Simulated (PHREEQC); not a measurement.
## Hard or scaling water with single salt, acid or base

Solution A (0.0013 mol CaCl2, 4.8e-05 mol Na2CO3 and 7.6e-05 mol MgSO4 per kg of water) is mixed with solution B (0.21 mol/kgw KCl) at 25 °C; shares are by mass of water, 1 kg in all. Oxygen is held at 0.21 atm. CO2 from the air is kept out. The run lets Aragonite, Gypsum, Brucite, Portlandite, Nesquehonite, Halite, Mirabilite, Epsomite, Nahcolite, Natron precipitate or redissolve, and no other solid.

The series has 11 steps of share of solution B, from 0 to 1.

The numbers come from PHREEQC with the ion-association model, wateq4f.dat.

Question: Between which two steps does the pH jump most, and from what to what?

Answer: Between share of solution B = 0.9 and 1: from 8.52 to 6.97.
